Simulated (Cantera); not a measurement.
Charge: 1 mol n-butane, 0.02 mol CO2, equilibrated at 133 Pa.

Equilibrium computed with Cantera from the NASA thermochemical tables; the gas is ideal and each condensed phase is pure. Candidate condensed phases: C, C6H6, C7H8, C8H18, H2O; 131 gas species. Ions and electrons are included (thermal ionisation). The numbers say what is thermodynamically allowed, not how fast it happens.

Problem. At 2477 °C, list the 4 most abundant gas species with their mole fractions, and the condensed phases.

Solution. H 0.792, H2 0.179, C3 0.0127, C2H2 (acetylene) 0.00503. Condensed: C(graphite).
